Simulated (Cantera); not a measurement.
A Cantera script and what it prints.

```python
import numpy as np
import cantera as ct

gas_names = """
    AL ALCL ALCL2 ALCL3 ALH ALN ALO ALOCL ALOH ALO2 ALO2H AL2 AL2CL6 AL2O AL2O2 CL CLO CL2 H HALO HCL
    HNO HNO2 HNO3 HOCL HO2 H2 H2O H2O2 N NH NH2 NH3 NH2OH NO NO2 NO3 N2 N2H2 N2H4 N2O O OH O2 O3
""".split()
cond_names = """
    AL(cr) AL(L) ALCL3(s) ALCL3(L) ALN(s) AL2O3(a) AL2O3(L) H2O(s) H2O(L) NH4CL(a) NH4CL(b)
""".split()


def load(file, names, dense=False):
    # The tables refer to 1 bar. Condensed volumes are neglected.
    table = {s.name: s for s in ct.Species.list_from_file(file)}
    out = []
    for n in names:
        d = dict(table[n].input_data)
        d["thermo"] = dict(d["thermo"], **{"reference-pressure": 1e5})
        if dense:
            d["equation-of-state"] = {"model": "constant-volume", "density": "1e6 g/cm^3"}
        out.append(ct.Species.from_dict(d))
    return out


gas = ct.Solution(thermo="ideal-gas", species=load("nasa_gas.yaml", gas_names))
cond = {s.name: ct.Solution(thermo="fixed-stoichiometry", species=[s], name=s.name)
        for s in load("nasa_condensed.yaml", cond_names, dense=True)}
atoms = {
    'AlCl3': {'AL': 1, 'CL': 3},
    'N2O': {'N': 2, 'O': 1},
    'N2': {'N': 2},
    'HCl': {'H': 1, 'CL': 1},
}
top_T = {'ALN(s)': 2750}  # K; cautious upper limits of use, not melting points


def equilibrate(T, P, feed):
    n = {}
    for name, mol in feed.items():
        for a, k in atoms[name].items():
            n[a] = n.get(a, 0.0) + k * mol
    gas.TPX = T, P, n
    mass = sum(n.values()) * gas.mean_molecular_weight
    gas.equilibrate("TP")
    valid = [c for c in cond.values() if c.min_temp <= T <= top_T.get(c.name, c.max_temp)]
    mix = ct.Mixture([(gas, mass / gas.mean_molecular_weight)] + [(c, 0.0) for c in valid])
    mix.T, mix.P = T, P
    mix.equilibrate("TP", solver="vcs", rtol=1e-11, max_steps=5000)
    return mix


results = []
feed = {'AlCl3': 1, 'N2O': 46, 'N2': 3.4, 'HCl': 0.64}  # mol
P = 14000  # Pa
for T in [973, 1023, 1073, 1123, 1173, 1223, 1273, 1323, 1373, 1423, 1473, 1523]:
    mix = equilibrate(T, P, feed)
    results.append((T, P, feed, dict(zip(mix.species_names, mix.species_moles))))

top = {s: max(r[3][s] / sum(r[3][g] for g in gas_names) for r in results) for s in gas_names}
cols = sorted((s for s in top if top[s] > 0.001), key=lambda s: -top[s])[:5]
seen = [c for c in cond_names if any(r[3].get(c, 0) > 1e-12 for r in results)]
print("log10 of partial pressures in bar; condensed amounts in mol")
print(f"{'T/K':>10s}" + "".join(f"{s[:9]:>10s}" for s in cols + seen))
for T, P, feed, n in results:
    ng = sum(n[g] for g in gas_names)
    print(f"{T:10.4g}" + "".join(f"{np.log10(max(n[s] / ng * P / 1e5, 1e-99)):10.3f}" for s in cols)
          + "".join(f"{n.get(c, 0):10.4g}" for c in seen))
```

It prints:

```
log10 of partial pressures in bar; condensed amounts in mol
       T/K        N2        O2       CL2        CL       HCL  AL2O3(a)
       973    -1.028    -1.375    -2.541    -4.861    -2.944       0.5
      1023    -1.028    -1.375    -2.544    -4.537    -2.936       0.5
      1073    -1.028    -1.375    -2.547    -4.242    -2.931       0.5
      1123    -1.028    -1.375    -2.552    -3.974    -2.927       0.5
      1173    -1.028    -1.375    -2.559    -3.730    -2.925       0.5
      1223    -1.029    -1.375    -2.569    -3.508    -2.923       0.5
      1273    -1.029    -1.376    -2.585    -3.306    -2.922       0.5
      1323    -1.029    -1.376    -2.608    -3.123    -2.922       0.5
      1373    -1.030    -1.377    -2.641    -2.959    -2.922       0.5
      1423    -1.031    -1.378    -2.685    -2.813    -2.922       0.5
      1473    -1.032    -1.379    -2.746    -2.687    -2.923    0.4999
      1523    -1.033    -1.380    -2.824    -2.579    -2.924    0.4999
```

Equilibrium computed with Cantera from the NASA thermochemical tables; the gas is ideal and each condensed phase is pure. Condensed phases not in the tables: AlOCl.
